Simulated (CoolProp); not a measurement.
Vapour pressure (MPa) of oxygen: the reference equation beside estimates from Tc = -118.6 °C, pc = 5.046 MPa, ω = 0.022. Clausius-Clapeyron is anchored at -193.95 °C with a constant enthalpy of vaporisation of 7.135 kJ/mol.

The numbers come from the reference Helmholtz-energy equation of state, Schmidt 1985 in CoolProp.

```json
[
 {"T (°C)": "-193.95", "reference": "0.02699", "Clausius-Clapeyron": "0.02699", "van der Waals": "0.1650", "Redlich-Kwong": "0.01586", "Soave-Redlich-Kwong": "0.02583", "Peng-Robinson": "0.02771"},
 {"T (°C)": "-191.05", "reference": "0.03973", "Clausius-Clapeyron": "0.03958", "van der Waals": "0.2086", "Redlich-Kwong": "0.02530", "Soave-Redlich-Kwong": "0.03826", "Peng-Robinson": "0.04060"},
 {"T (°C)": "-188.15", "reference": "0.05683", "Clausius-Clapeyron": "0.05654", "van der Waals": "0.2597", "Redlich-Kwong": "0.03878", "Soave-Redlich-Kwong": "0.05504", "Peng-Robinson": "0.05786"},
 {"T (°C)": "-185.25", "reference": "0.07923", "Clausius-Clapeyron": "0.07889", "van der Waals": "0.3190", "Redlich-Kwong": "0.05737", "Soave-Redlich-Kwong": "0.07715", "Peng-Robinson": "0.08042"},
 {"T (°C)": "-182.35", "reference": "0.1080", "Clausius-Clapeyron": "0.1078", "van der Waals": "0.3871", "Redlich-Kwong": "0.08228", "Soave-Redlich-Kwong": "0.1056", "Peng-Robinson": "0.1093"},
 {"T (°C)": "-179.35", "reference": "0.1455", "Clausius-Clapeyron": "0.1458", "van der Waals": "0.4674", "Redlich-Kwong": "0.1161", "Soave-Redlich-Kwong": "0.1431", "Peng-Robinson": "0.1470"},
 {"T (°C)": "-176.45", "reference": "0.1906", "Clausius-Clapeyron": "0.1918", "van der Waals": "0.5551", "Redlich-Kwong": "0.1579", "Soave-Redlich-Kwong": "0.1881", "Peng-Robinson": "0.1922"},
 {"T (°C)": "-173.55", "reference": "0.2456", "Clausius-Clapeyron": "0.2484", "van der Waals": "0.6532", "Redlich-Kwong": "0.2101", "Soave-Redlich-Kwong": "0.2432", "Peng-Robinson": "0.2473"},
 {"T (°C)": "-170.65", "reference": "0.3117", "Clausius-Clapeyron": "0.3169", "van der Waals": "0.7623", "Redlich-Kwong": "0.2742", "Soave-Redlich-Kwong": "0.3097", "Peng-Robinson": "0.3135"},
 {"T (°C)": "-167.75", "reference": "0.3901", "Clausius-Clapeyron": "0.3990", "van der Waals": "0.8829", "Redlich-Kwong": "0.3517", "Soave-Redlich-Kwong": "0.3889", "Peng-Robinson": "0.3922"}
]
```

Absolute difference from the reference over all 10 rows, mean and median: Clausius-Clapeyron 0.7 and 0.5 %, van der Waals 270.4 and 239.8 %, Redlich-Kwong 23.4 and 22.0 %, Soave-Redlich-Kwong 2.1 and 1.9 %, Peng-Robinson 1.3 and 1.1 %.
